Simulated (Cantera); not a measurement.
Input: 1 mol Si, 6.8 mol HBr, 0.39 mol N2, equilibrated at 1.33 mbar.

Method: chemical equilibrium by Gibbs-energy minimisation in Cantera with the NASA 1993 tables (ideal gas, pure condensed phases). Candidate condensed phases: Br2, Si, Si3N4; 28 gas species. N2 is the only nitrogen source here; it is nearly inert below about 1500 K, so the nitride shown seldom forms there in practice. The tables' values for SiBr3 are old estimates; treat these amounts as uncertain. Equilibrium is a limit: real reactors are often held back by kinetics, nucleation or transport. All values below are at 675 °C.

Base state: HBr 0.644, H2 0.218, SiBr4 0.109, N2 0.0288, SiHBr3 9.50e-5, SiBr3 7.53e-5, Br 5.34e-5, SiBr2 1.96e-5 (mole fractions); condensed: Si3N4(s).

Q: What changes in the equilibrium state with this change: N2 from 0.39 to 7.5 mol?

A: 
| species | before | after |
|---|---|---|
| N2 | 0.0288 | 0.525 |
| HBr | 0.644 | 0.387 |
| H2 | 0.218 | 0.0581 |
| SiBr4 | 0.109 | 0.0290 |
| SiHBr3 | 9.50e-5 | 1.12e-5 |
| SiBr2 | 1.96e-5 | 3.83e-6 |
| SiBr3 | 7.53e-5 | 1.72e-5 |
| Br | 5.34e-5 | 6.22e-5 |
| Si3N4(s), mol | 0.104 | 0.203 |
